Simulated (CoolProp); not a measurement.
The numbers come from the reference Helmholtz-energy equation of state, Lemmon 2006 in CoolProp. It is a short technical equation, of lower accuracy than the large ones.

Problem. Give the vapour pressure (bar), enthalpy of vaporisation (kJ/kg), vapour viscosity (µPa s) of saturated C2F6 (R116) at -57.15, -17.55, -7.65 °C.

Solution. 
```csv
T (°C),p (bar),enthalpy of vaporisation (kJ/kg),vapour viscosity (µPa s)
-57.15,2.76,107,10.1
-17.55,11.3,81.4,12.2
-7.65,15.0,72.2,13.1
```

Viscosity comes from a separate model (Huber 2003), an estimate that may be off by 10 % or more.
